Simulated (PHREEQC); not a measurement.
Consider water at 25 °C with 0.13 mol CdSO4, 0.13 mol NaCl and 0.033 mol HCl per kg of water. Closed to the air; pH follows from the charge balance.

Equilibrium calculation in PHREEQC: ion-association model, wateq4f.dat.

Problem. The ionic strength comes out as 0.336 mol/kgw. What activity coefficients do NaSO4-, Cd+2, H+, Cl-, Cd(SO4)2-2 get?

Solution. NaSO4- 0.71, Cd+2 0.29, H+ 0.78, Cl- 0.67, Cd(SO4)2-2 0.29.

This is a speciation only: nothing precipitates in the calculation.
